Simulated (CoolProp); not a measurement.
A single-stage vapour-compression cycle with R236FA: evaporating at 293.15 K (dew point), condensing at 359.15 K (bubble point), superheat 10 K, subcooling 5 K, compressor efficiency 0.8, no pressure losses. Each further row changes one setting.

Values from CoolProp's reference Helmholtz-energy equation of state, Pan 2012.

| case | cooling COP | pressure ratio | discharge temperature (K) | refrigerating effect (kJ/kg) | volumetric capacity (kJ/m³) |
|---|---|---|---|---|---|
| as stated | 2.25 | 6.23 | 361.9 | 76.8 | 1140 |
| evaporating temperature 298.15 K | 2.59 | 5.26 | 362.3 | 80.3 | 1410 |
| condensing temperature 354.15 K | 2.60 | 5.56 | 357.4 | 83.8 | 1250 |
| subcooling 10 K | 2.46 | 6.23 | 361.9 | 83.9 | 1250 |
| superheat 20 K | 2.38 | 6.23 | 370.8 | 85.5 | 1220 |
| compressor efficiency 0.7 | 1.97 | 6.23 | 365.9 | 76.8 | 1140 |
